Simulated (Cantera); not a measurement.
Charge: 1 mol Al(CH3)3, 16 mol H2O, 4 mol N2, at 100 Torr.

These are equilibrium values from Cantera (NASA tables, ideal gas, pure condensed phases), not measurements of a reactor. Candidate condensed phases: Al, AlN, Al2O3, C, C6H6, C7H8, C8H18, H2O; 148 gas species. The feed counts by its element totals alone. Gases not in the tables: Al(OH)3. Rates play no part. All values below are at 1523 K.

Base state: H2O 0.387, H2 0.359, N2 0.145, CO 0.0778, CO2 0.0313, H 3.79e-5 (mole fractions); condensed: Al2O3(s).

What changes in the equilibrium state with this change: H2O from 16 to 0.54 mol?


```json
[
 {"species": "H2", "before": "0.359", "after": "0.557"},
 {"species": "N2", "before": "0.145", "after": "0.389"},
 {"species": "CO", "before": "0.0778", "after": "0.0528"},
 {"species": "H2O", "before": "0.387", "after": "5.72e-6"},
 {"species": "CO2", "before": "0.0313", "after": "2.02e-7"},
 {"species": "HCN", "before": "3.97e-9", "after": "0.000578"},
 {"species": "CH4", "before": "<1e-9", "after": "9.53e-5"},
 {"species": "HNC", "before": "<1e-9", "after": "1.05e-5"},
 {"species": "H", "before": "3.79e-5", "after": "4.72e-5"},
 {"species": "Al2O3(s), mol", "before": "0.500", "after": "0.0209"},
 {"species": "AlN(s), mol", "before": "0", "after": "0.958"},
 {"species": "C(graphite), mol", "before": "0", "after": "2.52"}
]
```
Mutual solubility and eutectic melting of coexisting phases are not modelled.
